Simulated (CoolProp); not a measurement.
R1233zd(E) along the isotherm 450 K: density (kg/m³) from the reference equation and from simpler models built on Tc = 438.9 K, pc = 3583 kPa, ω = 0.304; each cubic takes its own stable root.

Computed with CoolProp (reference Helmholtz-energy equation of state, Akasaka 2022).

```
p (kPa)          phase   reference  van der Waals  Peng-Robinson
-------  -------------  ----------  -------------  -------------
746                gas       28.00     (withheld)          28.14
1490               gas  (withheld)          59.73     (withheld)
2240               gas       102.5          99.02          103.9
2990               gas       159.3          152.0          161.9
3730     supercritical  (withheld)          251.0          259.3
4480     supercritical       584.4          463.5          505.9
5220     supercritical       703.5          513.2          623.0
5970     supercritical       754.0          543.3          684.3
6720     supercritical       787.0          565.4          727.2
7460     supercritical       811.6          582.8          760.4
8210     supercritical       831.9          597.6          788.3
8960     supercritical       849.0          610.4          812.2
```

Question: Complete the blanks.

Answer: 
- 746, van der Waals: 27.72
- 1490, reference: 61.05
- 1490, Peng-Robinson: 61.64
- 3730, reference: 257.2
